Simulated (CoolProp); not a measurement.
A single-stage vapour-compression cycle with ethylene: evaporating at 219.15 K (dew point), condensing at 273.15 K (bubble point), superheat 10 K, subcooling 2 K, compressor efficiency 0.7, no pressure losses. Each further row changes one setting.

Computed with CoolProp (reference Helmholtz-energy equation of state, Smukala 2000).

```tsv
case	cooling COP	pressure ratio	discharge temperature (K)	refrigerating effect (kJ/kg)	volumetric capacity (kJ/m³)
as stated	1.69	4.41	343.7	242	3820
evaporating temperature 224.15 K	1.95	3.74	336.3	245	?
condensing temperature 268.15 K	2.00	3.93	334.2	263	4140
subcooling 7 K	?	4.41	343.7	?	4180
superheat 20 K	1.69	4.41	356.1	258	3820
compressor efficiency 0.6	1.45	4.41	355.2	242	3820
```

What belongs in the gaps?


- evaporating temperature 224.15 K, volumetric capacity (kJ/m³): 4540
- subcooling 7 K, cooling COP: 1.85
- subcooling 7 K, refrigerating effect (kJ/kg): 265
